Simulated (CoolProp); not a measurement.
Neopentane along the isotherm 276.85 °C: Z from the reference equation and from simpler models built on Tc = 160.6 °C, pc = 3.196 MPa, ω = 0.196; each cubic takes its own stable root.

The numbers come from the reference Helmholtz-energy equation of state, Lemmon 2006 in CoolProp. It is a short technical equation, of lower accuracy than the large ones.

```
p (MPa)          phase  reference  Redlich-Kwong  Soave-Redlich-Kwong
-------  -------------  ---------  -------------  -------------------
1.33               gas     0.9349         0.9290               0.9383
2.66               gas     0.8679         0.8559               0.8768
4        supercritical        ___         0.7822               0.8174
5.33     supercritical     0.7379         0.7145               0.7652
6.66     supercritical     0.6858         0.6625               0.7255
7.99     supercritical     0.6512         0.6356               0.7029
9.32     supercritical     0.6378         0.6322               0.6974
10.7     supercritical     0.6434         0.6449               0.7056
12       supercritical     0.6607            ___               0.7222
13.3     supercritical     0.6851            ___               0.7442
14.6     supercritical        ___         0.7201                  ___
16       supercritical     0.7474         0.7530               0.8000
```

Fill in the missing entries.


- 4, reference: 0.8005
- 12, Redlich-Kwong: 0.6658
- 13.3, Redlich-Kwong: 0.6915
- 14.6, reference: 0.7137
- 14.6, Soave-Redlich-Kwong: 0.7698
